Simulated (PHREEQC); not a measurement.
NaOH is added in steps, without added water, to 1 kg of water holding 0.012 mol NaH2PO4 and 0.086 mol H3AsO4, at 20 °C. Oxygen alone is held at its pressure in air (log pO2 = -0.68). No CO2 enters from the air. Precipitation was switched off in this run.

Base run: PHREEQC, ion-association model, wateq4f.dat. Each further column changes one thing. The table gives H2AsO4- (mol/kgw).

```
NaOH added (mol)     base  Davies equation for every ion  all activity coefficients set to 1  Debye-Hückel limiting law  metal-ligand complexes left out
----------------  -------  -----------------------------  ----------------------------------  -------------------------  -------------------------------
0                  0.0250                         0.0252                              0.0227                     0.0259                           0.0250
0.022              0.0375                         0.0377                              0.0355                     0.0383                           0.0375
0.044              0.0527                         0.0528                              0.0514                     0.0533                           0.0527
0.077              0.0784                         0.0784                              0.0782                     0.0786                           0.0784
0.099              0.0744                         0.0744                              0.0745                     0.0743                           0.0743
0.121              0.0551                         0.0551                              0.0554                     0.0550                           0.0549
0.143              0.0359                         0.0358                              0.0363                     0.0357                           0.0357
0.176             0.00709                        0.00703                             0.00716                    0.00701                          0.00702
0.198             2.14e-5                        2.11e-5                             1.18e-5                    4.32e-5                          2.15e-5
0.22              4.40e-6                        4.29e-6                             2.49e-6                    9.76e-6                          4.44e-6
```

H3PO4, which wateq4f.dat lacks, is added to it with the constant of phreeqc.dat.
